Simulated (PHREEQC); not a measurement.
Solution (25 °C): 1.4 mmol/kgw HF and 3.4 mmol/kgw KF. Closed to the air; pH follows from the charge balance.

The numbers come from PHREEQC with the ion-association model, wateq4f.dat.

The pH is 3.65, the ionic strength is 0.00364 mol/kgw and the total alkalinity is -1.40 meq/kg.

```json
[
 {"species": "F-", "molality": "0.00362", "activity": "0.00339", "log γ": "-0.029"},
 {"species": "K+", "molality": "0.00340", "activity": "0.00318", "log γ": "-0.029"},
 {"species": "HF", "molality": "0.00114", "activity": "0.00114", "log γ": "0.000"},
 {"species": "H+", "molality": "0.000238", "activity": "0.000224", "log γ": "-0.026"},
 {"species": "HF2-", "molality": "1.58e-5", "activity": "1.48e-5", "log γ": "-0.029"},
 {"species": "H2F2", "molality": "3.39e-6", "activity": "3.39e-6", "log γ": "0.000"}
]
```

No solid was allowed to form. Complexes and solids missing from the database can't appear.
